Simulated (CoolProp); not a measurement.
A closed Brayton cycle with carbon dioxide: compressor inlet 320.15 K and 8.9 MPa, high pressure 20.5 MPa, turbine inlet 945 K, compressor efficiency 0.89, turbine efficiency 0.85, recuperator effectiveness 0.95 (on enthalpy, no pinch check). Each further row changes one setting.

Values from CoolProp's reference Helmholtz-energy equation of state, Span 1996.

```tsv
case	thermal efficiency (%)	net work (kJ/kg)	compressor to turbine work	compressor exit (K)	turbine exit (K)
as stated	37.9	88.2	0.27	379.4	841.4
turbine inlet 895 K	36.5	81.2	0.29	379.4	795.0
compressor inlet 330.15 K	37.4	81.2	0.33	398.6	841.4
high pressure 17.4 MPa	36.0	73.1	0.26	367.7	861.3
recuperator effectiveness 0.5	18.5	88.2	0.27	379.4	841.4
```
